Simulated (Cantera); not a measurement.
Input: 1 mol CuO, 1.9 mol NF3, 18 mol H2, held at 1175 °C and 1.00 bar.

These are equilibrium values from Cantera (NASA tables, ideal gas, pure condensed phases), not measurements of a reactor. Candidate condensed phases: Cu, CuF2, CuO, Cu(OH)2, Cu2O, H2O; 45 gas species. The numbers say what is thermodynamically allowed, not how fast it happens.

Base state: H2 0.649, HF 0.261, H2O 0.0459, N2 0.0436 (mole fractions); condensed: Cu(l).

### Question
What changes in the equilibrium state with this change: pressure from 1.00 bar to 2.20 Pa?

### Answer
| species | before | after |
|---|---|---|
| H2 | 0.649 | 0.619 |
| HF | 0.261 | 0.250 |
| H2O | 0.0459 | 0.0438 |
| Cu | 3.33e-6 | 0.0437 |
| N2 | 0.0436 | 0.0416 |
| H | 7.44e-6 | 0.00155 |
| CuF | 2.08e-6 | 0.000125 |
| Cu(l), mol | 1.000 | 0 |

### Question
What changes in the equilibrium state with this change: CuO replaced by SiO2?

### Answer
| species | before | after |
|---|---|---|
| H2 | 0.649 | 0.712 |
| HF | 0.261 | 0.168 |
| H2O | 0.0459 | 0.0502 |
| SiF4 | 0 | 0.0250 |
| N2 | 0.0436 | 0.0447 |
| SiHF3 | 0 | 3.55e-5 |
| SiF3 | 0 | 1.99e-5 |
| Cu(l), mol | 1.000 | 0 |
| SiO2(β-quartz), mol | 0 | 0.466 |
The tables' values for SiF3 are old estimates; treat these amounts as uncertain. The tables hold silica as quartz up to 1696 K and as liquid above; real silica turns to tridymite and cristobalite and melts near 1996 K. Gases not in the tables: Si(OH)4. Further candidate phases: Si, SiO2, Si2N2O, Si3N4.
